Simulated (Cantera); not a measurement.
**Low-pressure radical oxidation in H2/O2**

An isothermal, constant-pressure homogeneous reactor starts with 1.57 % H2, 87.1 % O2, 11.3 % N2, at 1000 K and 310 Pa.

Cantera simulation using the H2/O2 subset of GRI-Mech 3.0, which has no nitrogen chemistry; the numbers are that mechanism's predictions, not measurements. Radical loss at walls, strong at low pressure, is not modelled.

```csv
t (s),x H2,x O2,x O,x H2O2,x H,x HO2,x H2O
1.00e-5,0.0157,0.871,<1e-12,<1e-12,<1e-12,<1e-12,<1e-12
4.27e-5,0.0157,0.871,<1e-12,<1e-12,1.27e-12,1.31e-12,<1e-12
0.000182,0.0157,0.871,<1e-12,<1e-12,4.91e-12,5.61e-12,<1e-12
0.000777,0.0157,0.871,1.04e-11,<1e-12,1.55e-11,2.40e-11,2.00e-12
0.00331,0.0157,0.871,1.29e-10,<1e-12,5.59e-11,1.03e-10,8.28e-11
0.0141,0.0157,0.871,6.79e-9,<1e-12,1.87e-9,4.65e-10,8.26e-9
0.0603,0.00975,0.867,0.00319,3.42e-8,0.00140,9.34e-7,0.00465
0.257,9.95e-5,0.861,0.00900,6.08e-9,0.00133,6.78e-7,0.0147
1.10,4.10e-5,0.866,0.00365,6.38e-9,0.000343,4.96e-7,0.0154
4.69,5.54e-6,0.870,0.000499,5.69e-9,1.72e-5,1.99e-7,0.0157
20.0,3.98e-7,0.870,3.70e-5,3.05e-9,3.48e-7,4.00e-8,0.0158
```
x: mole fraction; the columns are a selection and need not sum to one.

Equilibrium at this temperature and pressure: H2 2.68e-11, O2 0.870, O 2.65e-9, H2O2 2.31e-12, H <1e-12, HO2 2.54e-10, H2O 0.0158 (gas phase only).
